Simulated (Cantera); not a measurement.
Input: 1 mol Fe(CO)₅, 0.2 mol CO, 12 mol N₂, 0.16 mol H₂, at 31.0 mbar.

Equilibrium computed with Cantera from the NASA thermochemical tables; the gas is ideal and each condensed phase is pure. Candidate condensed phases: C, C₆H₆, C₇H₈, C₈H₁₈, Fe, Fe(CO)₅, FeO, Fe(OH)₂, Fe(OH)₃, Fe₂O₃, Fe₃O₄, H₂O; 140 gas species. Condensed phases not in the tables: cementite and carbon dissolved in iron. Rates play no part.

Q: At 1100 K, list the 4 most abundant gas species with their mole fractions, and the condensed phases.

A: N₂ 0.691, CO 0.299, H₂ 0.00921, CO₂ 0.000245. Condensed: C(graphite) + Fe(α).
